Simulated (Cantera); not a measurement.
## Si + H2O + N2 (thermal oxidation and active oxidation of silicon)

A closed system holds: 1 mol Si, 1.1 mol H2O, 110 mol N2, equilibrated at 58000 Pa.

Method: chemical equilibrium by Gibbs-energy minimisation in Cantera with the NASA 1993 tables (ideal gas, pure condensed phases). Candidate condensed phases: H2O, Si, SiO2, Si2N2O, Si3N4; 35 gas species. N2 is the only nitrogen source here; it is nearly inert below about 1500 K, so the nitride shown seldom forms there in practice. Mutual solubility and eutectic melting of coexisting phases are not modelled. The tables hold silica as quartz up to 1696 K and as liquid above; real silica turns to tridymite and cristobalite and melts near 1996 K. Rates play no part.

```csv
T (K),x N2,x H2,x SiO,x H2O,x H,x SiO2,x OH,n SiO2(β-quartz),n Si2N2O(s),n SiO2(condensed),n SiO2(l)
1398,0.990,0.00992,2.44e-7,5.03e-6,6.19e-7,<1e-12,6.19e-12,0.400,0.300,0,0
1448,0.990,0.00992,1.09e-6,5.67e-6,1.21e-6,<1e-12,1.64e-11,0.400,0.300,0,0
1498,0.990,0.00992,4.37e-6,6.33e-6,2.25e-6,3.46e-12,4.06e-11,0.399,0.300,0,0
1548,0.990,0.00992,1.60e-5,7.01e-6,4.03e-6,1.60e-11,9.50e-11,0.399,0.300,0,0
1598,0.990,0.00992,5.41e-5,7.71e-6,6.96e-6,6.73e-11,2.11e-10,0.397,0.298,0,0
1648,0.990,0.00991,0.000169,8.43e-6,1.16e-5,2.59e-10,4.45e-10,0.393,0.294,0,0
1698,0.990,0.00990,0.000493,9.16e-6,1.89e-5,9.16e-10,8.98e-10,0,0.282,0.381,0
1748,0.989,0.00989,0.00134,9.78e-6,2.98e-5,2.97e-9,1.72e-9,0,0.251,0.350,0
1798,0.987,0.00985,0.00345,1.04e-5,4.59e-5,8.99e-9,3.18e-9,0,0.172,0.271,0
1848,0.982,0.00978,0.00805,1.14e-5,6.88e-5,2.56e-8,5.92e-9,0,0,0.0987,0
1898,0.982,0.00974,0.00806,2.79e-5,0.000101,6.88e-8,2.37e-8,0,0,0.0969,0
1948,0.982,0.00968,0.00810,6.44e-5,0.000146,1.75e-7,8.79e-8,0,0,0.0928,0
1998,0.982,0.00957,0.00818,0.000141,0.000206,4.26e-7,3.02e-7,0,0,0,0.0841
2048,0.982,0.00938,0.00832,0.000291,0.000285,9.88e-7,9.61e-7,0,0,0,0.0672
```
x: gas mole fraction; n: condensed amount in mol.

From 1398 K to 1648 K the condensed part is SiO2(β-quartz) + Si2N2O(s). From 1698 K to 1798 K the condensed part is SiO2(condensed) + Si2N2O(s). From 1848 K to 1948 K the condensed part is SiO2(condensed). From 1998 K to 2048 K the condensed part is SiO2(l). The main Si-bearing gas is SiO throughout.
